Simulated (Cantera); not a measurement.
A closed system holds: 1 mol Al, 1.5 mol HCl, held at 875 K and 13300 Pa.

Method: chemical equilibrium by Gibbs-energy minimisation in Cantera with the NASA 1993 tables (ideal gas, pure condensed phases). Candidate condensed phases: Al, AlCl3; 12 gas species. The tables' values for AlCl2 are old estimates; treat these amounts as uncertain. Kinetics and transport are ignored.

Base state: H2 0.607, AlCl3 0.376, Al2Cl6 0.0138, AlCl 0.00148, AlCl2 0.00108, HCl 1.25e-5 (mole fractions); condensed: Al(s).

Question: What changes in the equilibrium state with this change: temperature from 875 K to 1048 K?

Answer: 
| species | before | after |
|---|---|---|
| H2 | 0.607 | 0.586 |
| AlCl3 | 0.376 | 0.371 |
| AlCl | 0.00148 | 0.0304 |
| Al2Cl6 | 0.0138 | 0.000972 |
| AlCl2 | 0.00108 | 0.0111 |
| HCl | 1.25e-5 | 0.000128 |
| Al(s), mol | 0.498 | 0 |
| Al(l), mol | 0 | 0.469 |

Question: What changes in the equilibrium state with this change: HCl from 1.5 to 11 mol?

Answer: 
```json
[
 {"species": "HCl", "before": "1.25e-5", "after": "0.763"},
 {"species": "H2", "before": "0.607", "after": "0.143"},
 {"species": "AlCl3", "before": "0.376", "after": "0.0936"},
 {"species": "Al2Cl6", "before": "0.0138", "after": "0.000855"},
 {"species": "AlCl", "before": "0.00148", "after": "<1e-9"},
 {"species": "AlCl2", "before": "0.00108", "after": "2.14e-9"},
 {"species": "Al(s), mol", "before": "0.498", "after": "0"}
]
```
